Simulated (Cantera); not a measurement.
# SiH₄ + NH₃ (silicon nitride deposition)

Feed: 1 mol SiH₄, 30 mol NH₃, held at 0.0110 bar.

These are equilibrium values from Cantera (NASA tables, ideal gas, pure condensed phases), not measurements of a reactor. Candidate condensed phases: Si, Si₃N₄; 18 gas species. Gases not in the tables: Si₂H₆ and higher silanes. The numbers say what is thermodynamically allowed, not how fast it happens.

From 475 °C to 1375 °C the condensed part is Si₃N₄(s). At 1525 °C the condensed part is Si(l).

```csv
T (°C),x H₂,x N₂,x H,x Si,x SiH,n Si₃N₄(s),n Si(l)
475,0.766,0.234,2.40e-12,<1e-12,<1e-12,0.333,0
625,0.766,0.234,9.13e-10,<1e-12,<1e-12,0.333,0
775,0.766,0.234,6.45e-8,<1e-12,<1e-12,0.333,0
925,0.766,0.234,1.59e-6,<1e-12,<1e-12,0.333,0
1075,0.766,0.234,1.93e-5,1.29e-10,7.63e-11,0.333,0
1225,0.766,0.234,0.000143,6.20e-8,1.84e-8,0.333,0
1375,0.766,0.234,0.000743,9.53e-6,1.61e-6,0.333,0
1525,0.755,0.241,0.00292,0.000280,2.93e-5,0,0.977
```
x: gas mole fraction; n: condensed amount in mol.
